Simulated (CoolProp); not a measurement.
The fluid at 363.58 K and 1.39 MPa expands adiabatically to 0.142 MPa with isentropic efficiency 0.85. The same conditions are run with several fluids, on thermodynamics alone (safety and materials aside).

The numbers come from the reference Helmholtz-energy equation of state of each fluid (R227EA: Lemmon 2016; dimethyl ether: Wu 2011; R143a: Lemmon and Jacobsen 2000; nitrous oxide: Lemmon 2006; fluoroethane (R161): Wu 2012) in CoolProp.

```tsv
fluid	work (kJ/kg)	final temperature (K)	final density (kg/m³)
R227EA	28.6	316.1	9.48
dimethyl ether	101	279.6	2.91
R143a	57.4	292.2	5.04
nitrous oxide	102	239.6	3.19
fluoroethane (R161)	96.6	273.4	3.09
```
